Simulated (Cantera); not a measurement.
Input: 1 mol Cr, 12 mol N2O, 1.7 mol H2, held at 1150 K and 10.0 mbar.

Equilibrium computed with Cantera from the NASA thermochemical tables; the gas is ideal and each condensed phase is pure. Candidate condensed phases: Cr, CrN, Cr2N, Cr2O3, H2O; 29 gas species. Kinetics and transport are ignored.

Base state: N2 0.663, O2 0.243, H2O 0.0939, NO 0.000130 (mole fractions); condensed: Cr2O3(s).

Task: What changes in the equilibrium state with this change: H2 from 1.7 to 4 mol?

Result: 
```csv
species,before,after
N2,0.663,0.623
H2O,0.0939,0.208
O2,0.243,0.169
NO,0.000130,0.000105
"Cr2O3(s), mol",0.500,0.500
```
Gases not in the tables: CrO2(OH)2.

Task: What changes in the equilibrium state with this change: Cr replaced by Ta?

Result: 
| species | before | after |
|---|---|---|
| N2 | 0.663 | 0.682 |
| O2 | 0.243 | 0.222 |
| H2O | 0.0939 | 0.0966 |
| NO | 0.000130 | 0.000125 |
| Cr2O3(s), mol | 0.500 | 0 |
| Ta2O5(s), mol | 0 | 0.500 |
Further candidate phases: Ta, Ta2O5.
